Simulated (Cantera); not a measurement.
An isothermal, constant-pressure homogeneous reactor starts with N2O : H2 : N2 = 1 : 0.042 : 13 (molar parts), at 1575 K and 0.850 bar.

Computed with Cantera and GRI-Mech 3.0 (53 species, 325 reactions). GRI-Mech 3.0 was tuned for natural gas; its chemistry of N2O as a main component is partial and can be far from experiment.

Task: Predict: x(N2O) at 200 s; x(H2) at 200 s; x(HO2) at 200 s; x(H) at 200 s; x(NO) at 200 s; x(OH) at 200 s; x(O) at 200 s.

Result: 
- x(N2O) at 200 s: 8.14e-8 (gas-phase equilibrium 4.65e-8)
- x(H2) at 200 s: 9.33e-8 (gas-phase equilibrium 8.58e-8)
- x(HO2) at 200 s: 1.15e-8 (gas-phase equilibrium 1.30e-8)
- x(H) at 200 s: 1.39e-8 (gas-phase equilibrium 1.33e-8)
- x(NO) at 200 s: 0.0106 (gas-phase equilibrium 0.000760)
- x(OH) at 200 s: 1.56e-5 (gas-phase equilibrium 1.62e-5)
- x(O) at 200 s: 1.95e-6 (gas-phase equilibrium 2.11e-6)
